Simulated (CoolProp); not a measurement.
Properties of 1-butene along the isotherm 441.9 K (Tc = 419.3 K, pc = 4006 kPa, ω = 0.192).

Model: reference Helmholtz-energy equation of state, Lemmon 2005, in CoolProp. It is a short technical equation, of lower accuracy than the large ones.

```json
[
 {"p (kPa)": "2500", "phase": "gas", "density (kg/m³)": "48.37", "Joule-Thomson coefficient (K/MPa)": "9.705", "isothermal compressibility (1/MPa)": "0.5260", "fugacity coefficient": "0.8226"},
 {"p (kPa)": "5010", "phase": "supercritical", "density (kg/m³)": "?", "Joule-Thomson coefficient (K/MPa)": "12.27", "isothermal compressibility (1/MPa)": "0.6259", "fugacity coefficient": "0.6483"},
 {"p (kPa)": "7510", "phase": "supercritical", "density (kg/m³)": "351.4", "Joule-Thomson coefficient (K/MPa)": "2.540", "isothermal compressibility (1/MPa)": "0.07246", "fugacity coefficient": "0.4967"},
 {"p (kPa)": "10000", "phase": "supercritical", "density (kg/m³)": "393.6", "Joule-Thomson coefficient (K/MPa)": "1.167", "isothermal compressibility (1/MPa)": "?", "fugacity coefficient": "0.4129"},
 {"p (kPa)": "12500", "phase": "supercritical", "density (kg/m³)": "417.9", "Joule-Thomson coefficient (K/MPa)": "0.6761", "isothermal compressibility (1/MPa)": "0.01919", "fugacity coefficient": "0.3628"},
 {"p (kPa)": "15000", "phase": "supercritical", "density (kg/m³)": "435.3", "Joule-Thomson coefficient (K/MPa)": "0.4168", "isothermal compressibility (1/MPa)": "0.01407", "fugacity coefficient": "0.3306"},
 {"p (kPa)": "17500", "phase": "supercritical", "density (kg/m³)": "?", "Joule-Thomson coefficient (K/MPa)": "0.2538", "isothermal compressibility (1/MPa)": "0.01112", "fugacity coefficient": "0.3090"},
 {"p (kPa)": "20000", "phase": "supercritical", "density (kg/m³)": "460.6", "Joule-Thomson coefficient (K/MPa)": "0.1410", "isothermal compressibility (1/MPa)": "0.009208", "fugacity coefficient": "?"}
]
```

Problem. What belongs in the gaps?

Solution. 
- 5010, density (kg/m³): 170.2
- 10000, isothermal compressibility (1/MPa): 0.03036
- 17500, density (kg/m³): 449.1
- 20000, fugacity coefficient: 0.2940
